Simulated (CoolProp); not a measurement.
Vapour-liquid equilibrium of nitrogen (1) + carbon monoxide (2) at 7.7 bar; x and y are mole fractions of (1).

Computed with CoolProp (multi-fluid Helmholtz-energy mixture model, Span 2000 and Lemmon 2006; pair parameters Gernert 2013).

### Question
Give the bubble temperature and the first vapour's composition at x = 0.275, 0.575, 0.95. Is there an azeotrope?

### Answer
x = 0.275: 103.2 K, y = 0.339; x = 0.575: 101.6 K, y = 0.641; x = 0.95: 100.0 K, y = 0.959. No azeotrope shows between x = 0.05 and 0.95.

Pair parameters are fitted to limited data, so mixtures are less certain than the pure fluids.
